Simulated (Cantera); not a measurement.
Input (Python, Cantera):

```python
import numpy as np
import cantera as ct

gas = ct.Solution("gri30.yaml")
gas.TPX = 1325, 420000, {'CH4': 1, 'H2': 0.53, 'O2': 1.51, 'N2': 16.6}
reactor = ct.IdealGasReactor(gas, energy="on", clone=False)
net = ct.ReactorNet([reactor])
net.rtol, net.atol = 1e-08, 1e-16
show = ['CH4', 'H2', 'O2', 'OH', 'CO', 'HCO', 'C2H']
times = np.geomspace(2e-06, 1, 14)

steps = ct.SolutionArray(gas, extra=["t"])
rows = []
print(f"{'t/s':>10s}{'T/K':>9s}{'P/Pa':>11s}" + "".join(f"{s:>11s}" for s in show))
for t in times:
    while net.time < t:
        t_next = net.step()
        steps.append(gas.state, t=t_next)
    rows.append([np.interp(t, steps.t, y) for y in (steps.T, steps.P, *steps(*show).X.T)])
    print(f"{t:10.3e}{rows[-1][0]:9.1f}{rows[-1][1]:11.4g}" + "".join(f"{x:11.3e}" for x in rows[-1][2:]))
rate = np.gradient(steps.T, steps.t)
print("integrator steps:", len(steps.t))
if steps.T.max() > steps.T[0] + 200:
    print(f"time of steepest temperature rise: {steps.t[rate.argmax()]:.4e} s")
gas.TPX = 1325, 420000, {'CH4': 1, 'H2': 0.53, 'O2': 1.51, 'N2': 16.6}
gas.equilibrate("UV")
print(f"equilibrium (UV): T = {gas.T:.1f} K  " + "  ".join(f"{s} {gas[s].X[0]:.3e}" for s in show))
```

Output:

```
       t/s      T/K       P/Pa        CH4         H2         O2         OH         CO        HCO        C2H
 2.000e-06   1325.0    4.2e+05  5.092e-02  2.699e-02  7.688e-02  5.337e-10  2.313e-14  1.692e-16  3.735e-32
 5.488e-06   1325.0    4.2e+05  5.092e-02  2.699e-02  7.688e-02  8.982e-10  3.927e-13  1.631e-15  1.002e-29
 1.506e-05   1325.0    4.2e+05  5.092e-02  2.699e-02  7.688e-02  2.269e-09  8.740e-12  1.718e-14  3.085e-27
 4.132e-05   1325.0    4.2e+05  5.091e-02  2.698e-02  7.688e-02  1.082e-08  4.141e-10  3.543e-13  2.951e-24
 1.134e-04   1325.2  4.201e+05  5.087e-02  2.696e-02  7.685e-02  2.310e-07  2.596e-07  1.962e-10  4.004e-19
 3.111e-04   1336.6  4.235e+05  4.953e-02  2.653e-02  7.589e-02  1.135e-06  1.274e-04  3.193e-08  2.034e-14
 8.537e-04   1627.1   5.21e+05  2.364e-02  3.227e-02  4.898e-02  3.802e-05  1.471e-02  3.445e-06  1.038e-08
 2.343e-03   2257.0  7.336e+05  1.453e-11  3.938e-02  1.713e-06  1.881e-04  3.549e-02  3.129e-08  5.032e-18
 6.428e-03   2257.1  7.336e+05  1.328e-11  3.937e-02  1.716e-06  1.882e-04  3.548e-02  3.130e-08  2.284e-18
 1.764e-02   2257.2  7.336e+05  1.317e-11  3.936e-02  1.719e-06  1.884e-04  3.548e-02  3.130e-08  2.266e-18
 4.840e-02   2257.3  7.337e+05  1.310e-11  3.936e-02  1.721e-06  1.886e-04  3.548e-02  3.131e-08  2.254e-18
 1.328e-01   2257.3  7.337e+05  1.309e-11  3.936e-02  1.722e-06  1.886e-04  3.548e-02  3.131e-08  2.253e-18
 3.644e-01   2257.3  7.337e+05  1.309e-11  3.936e-02  1.722e-06  1.886e-04  3.548e-02  3.131e-08  2.253e-18
 1.000e+00   2257.3  7.337e+05  1.309e-11  3.936e-02  1.722e-06  1.886e-04  3.548e-02  3.131e-08  2.253e-18
integrator steps: 2123
time of steepest temperature rise: 8.8670e-04 s
equilibrium (UV): T = 2257.3 K  CH4 1.480e-11  H2 3.936e-02  O2 1.722e-06  OH 1.886e-04  CO 3.548e-02  HCO 3.131e-08  C2H 2.513e-18
```

Model: GRI-Mech 3.0 (53 species, 325 reactions), integrated in Cantera.
